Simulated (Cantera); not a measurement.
Input: 1 mol CH3Cl, 0.011 mol Si, held at 1602 °C and 13300 Pa.

These are equilibrium values from Cantera (NASA tables, ideal gas, pure condensed phases), not measurements of a reactor. The tables' values for SiCl3 are old estimates; treat these amounts as uncertain. The numbers say what is thermodynamically allowed, not how fast it happens.

| species | before | after |
|---|---|---|
| H2 | 0.505 | 0.438 |
| HCl | 0.487 | 0.395 |
| H | 0.00128 | 0.0936 |
| Cl | 0.000932 | 0.0588 |
| SiCl2 | 0.00496 | 0.00328 |
| SiC2 | 5.69e-9 | 0.000357 |
| C3 | <1e-9 | 4.72e-5 |
| C2H | 4.80e-9 | 0.000204 |
| C | <1e-9 | 1.18e-5 |
| C4H2 | 2.02e-8 | 8.42e-5 |
| Si | 2.56e-7 | 0.000863 |
| C(graphite), mol | 0.999 | 0.955 |
Gas species are given as mole fractions.

Task: What was changed between the two runs?
A) temperature from 1602 °C to 2825 °C
B) Si from 0.011 to 0.52 mol
C) temperature from 1602 °C to 2402 °C
D) temperature from 1602 °C to 652 °C

Result: C, temperature from 1602 °C to 2402 °C. The tables' values for SiCl, SiCl3 are old estimates; treat these amounts as uncertain
